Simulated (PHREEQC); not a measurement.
Consider water at 20 °C with 160 mmol/kgw HF, 1.5 mmol/kgw NH4HF2 and 39 mmol/kgw H2SiF6. Closed to the air; pH follows from the charge balance.

Computed with PHREEQC (ion-association model, phreeqc.dat).

| quantity | before | after |
|---|---|---|
| pH | 1.18 | 1.25 |
| ionic strength (mol/kgw) | 0.121 | 0.122 |
| HF (mol/kgw) | 0.158 | 0.182 |
| F- (mol/kgw) | 0.00240 | 0.00327 |
| HF2- (mol/kgw) | 0.00139 | 0.00218 |
| SI of Quartz (SiO2) | -6.99 | -7.51 |

**Question.** Name the change that produced these shifts.
(A) NH4HF2 from 0.0015 to 0.015 mol/kgw
(B) temperature from 20 to 85 °C
(C) NH4HF2 replaced by (NH4)2SO4 at the same molality
(D) temperature from 20 to 55 °C
(E) H2SiF6 from 0.039 to 0.0585 mol/kgw

**Answer.** A, NH4HF2 from 0.0015 to 0.015 mol/kgw

Precipitation was switched off in this run. SiF6-2 is the database's only silicon fluoride.
